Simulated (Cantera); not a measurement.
Charge: 1 mol CH₃SiCl₃, 0.011 mol C₂H₂, 230 mol H₂, at 6.40 mbar.

These are equilibrium values from Cantera (NASA tables, ideal gas, pure condensed phases), not measurements of a reactor. Candidate condensed phases: C, C₆H₆, C₇H₈, C₈H₁₈, Si, SiC; 109 gas species. The feed counts by its element totals alone. The numbers say what is thermodynamically allowed, not how fast it happens.

x: gas mole fraction; n: condensed amount in mol.

```json
[
 {"T (°C)": "1277", "x H₂": "0.987", "x HCl": "0.0129", "x H": "[?]", "x C₂H₂ (acetylene)": "1.58e-5", "x Cl": "4.07e-6", "x Si": "4.57e-8", "n C(graphite)": "0.0128", "n SiC(s)": "0.999"},
 {"T (°C)": "1302", "x H₂": "0.987", "x HCl": "0.0129", "x H": "[?]", "x C₂H₂ (acetylene)": "2.08e-5", "x Cl": "5.34e-6", "x Si": "8.64e-8", "n C(graphite)": "0.0109", "n SiC(s)": "0.999"},
 {"T (°C)": "1327", "x H₂": "0.986", "x HCl": "0.0129", "x H": "[?]", "x C₂H₂ (acetylene)": "2.71e-5", "x Cl": "6.96e-6", "x Si": "1.60e-7", "n C(graphite)": "0.00842", "n SiC(s)": "0.999"},
 {"T (°C)": "1352", "x H₂": "0.986", "x HCl": "0.0128", "x H": "[?]", "x C₂H₂ (acetylene)": "3.51e-5", "x Cl": "8.98e-6", "x Si": "2.91e-7", "n C(graphite)": "0.00515", "n SiC(s)": "0.998"},
 {"T (°C)": "1377", "x H₂": "0.986", "x HCl": "0.0128", "x H": "[?]", "x C₂H₂ (acetylene)": "4.50e-5", "x Cl": "1.15e-5", "x Si": "5.20e-7", "n C(graphite)": "0.000961", "n SiC(s)": "0.998"},
 {"T (°C)": "1402", "x H₂": "0.986", "x HCl": "0.0128", "x H": "[?]", "x C₂H₂ (acetylene)": "4.87e-5", "x Cl": "1.46e-5", "x Si": "9.88e-7", "n C(graphite)": "0", "n SiC(s)": "0.998"},
 {"T (°C)": "1427", "x H₂": "0.985", "x HCl": "0.0128", "x H": "[?]", "x C₂H₂ (acetylene)": "5.08e-5", "x Cl": "1.85e-5", "x Si": "1.88e-6", "n C(graphite)": "0", "n SiC(s)": "0.997"},
 {"T (°C)": "1452", "x H₂": "0.985", "x HCl": "0.0128", "x H": "[?]", "x C₂H₂ (acetylene)": "5.33e-5", "x Cl": "2.32e-5", "x Si": "3.48e-6", "n C(graphite)": "0", "n SiC(s)": "0.996"},
 {"T (°C)": "1477", "x H₂": "0.984", "x HCl": "0.0128", "x H": "[?]", "x C₂H₂ (acetylene)": "5.66e-5", "x Cl": "2.89e-5", "x Si": "6.31e-6", "n C(graphite)": "0", "n SiC(s)": "0.995"},
 {"T (°C)": "1502", "x H₂": "0.984", "x HCl": "0.0128", "x H": "[?]", "x C₂H₂ (acetylene)": "6.10e-5", "x Cl": "3.58e-5", "x Si": "1.11e-5", "n C(graphite)": "0", "n SiC(s)": "0.993"},
 {"T (°C)": "1527", "x H₂": "0.983", "x HCl": "0.0128", "x H": "[?]", "x C₂H₂ (acetylene)": "6.72e-5", "x Cl": "4.41e-5", "x Si": "1.91e-5", "n C(graphite)": "0", "n SiC(s)": "0.990"},
 {"T (°C)": "1552", "x H₂": "0.982", "x HCl": "0.0127", "x H": "[?]", "x C₂H₂ (acetylene)": "7.61e-5", "x Cl": "5.40e-5", "x Si": "3.19e-5", "n C(graphite)": "0", "n SiC(s)": "0.986"},
 {"T (°C)": "1577", "x H₂": "0.980", "x HCl": "0.0127", "x H": "[?]", "x C₂H₂ (acetylene)": "8.86e-5", "x Cl": "6.57e-5", "x Si": "5.16e-5", "n C(graphite)": "0", "n SiC(s)": "0.980"}
]
```

Task: What belongs in the gaps?

Result: 
- 1277, x H: 0.000391
- 1302, x H: 0.000516
- 1327, x H: 0.000675
- 1352, x H: 0.000876
- 1377, x H: 0.00113
- 1402, x H: 0.00144
- 1427, x H: 0.00183
- 1452, x H: 0.00230
- 1477, x H: 0.00288
- 1502, x H: 0.00359
- 1527, x H: 0.00444
- 1552, x H: 0.00545
- 1577, x H: 0.00667
